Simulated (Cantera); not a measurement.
A closed system holds: 1 mol Fe2O3, 1.7 mol CO, 1.2 mol N2, 0.32 mol C, held at 0.760 bar.

Equilibrium computed with Cantera from the NASA thermochemical tables; the gas is ideal and each condensed phase is pure. Candidate condensed phases: C, Fe, Fe(CO)5, FeO, Fe2O3, Fe3O4; 27 gas species. The tables' stoichiometric FeO is somewhat more stable than real wüstite, so its field is too wide. FeO: taken at fixed stoichiometry. Rates play no part.

Q: Which condensed phases are stable at each of these points (T (K)): 1200, 1275, 1350, 1425, 1500, 1575, 1650, 1725, 1800?

A: 
| T (K) | condensed phases | Fe condensed (%) |
|---|---|---|
| 1200 | FeO(s) | 100.0 |
| 1275 | FeO(s) | 100.0 |
| 1350 | FeO(s) | 100.0 |
| 1425 | FeO(s) | 100.0 |
| 1500 | FeO(s) | 100.0 |
| 1575 | FeO(s) | 100.0 |
| 1650 | FeO(l) | 100.0 |
| 1725 | FeO(l) | 100.0 |
| 1800 | FeO(l) | 100.0 |

From 1200 K to 1575 K the condensed part is FeO(s). From 1650 K to 1800 K the condensed part is FeO(l).
